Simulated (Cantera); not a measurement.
Charge: 1 mol BCl3, 11 mol N2, 15 mol H2.

Cantera equilibrium calculation (NASA polynomials, part measured and part estimated; ideal gas, pure solids and liquids). Candidate condensed phases: B, BN, NH4Cl; 21 gas species. N2 is the only nitrogen source here; it is nearly inert below about 1500 K, so the nitride shown seldom forms there in practice. The tables' values for BCl2 are old estimates. Equilibrium is a limit: real reactors are often held back by kinetics, nucleation or transport.

What condenses at these points (T in K, P in Pa): (2173, 1000); (1423, 32000); (1273, 100000); (2473, 10000); (1873, 320)?


```
T (K)  P in Pa  condensed phases  B condensed (%)
-----  -------  ----------------  ---------------
2173      1000          gas only              0.0
1423     32000                BN            100.0
1273    100000                BN            100.0
2473     10000          gas only              0.0
1873       320                BN             92.5
```
